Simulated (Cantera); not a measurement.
Nitride etching: Si3N4 + NF3 + F2

Charge: 1 mol Si3N4, 1.4 mol NF3, 5 mol F2, held at 452 °C and 0.100 bar.

Equilibrium computed with Cantera from the NASA thermochemical tables; the gas is ideal and each condensed phase is pure. Candidate condensed phases: Si, Si3N4; 16 gas species. Rates play no part.

| Item | Value |
|---|---|
| x(SiF4) | 0.480 |
| x(N2) | 0.388 |
| x(NF3) | 0.0877 |
| x(F2) | 0.0435 |
| x(F) | 0.00154 |
| gas amount | 6.256 mol |
| log10 activity of Si(s) (absent) | -105.47 |
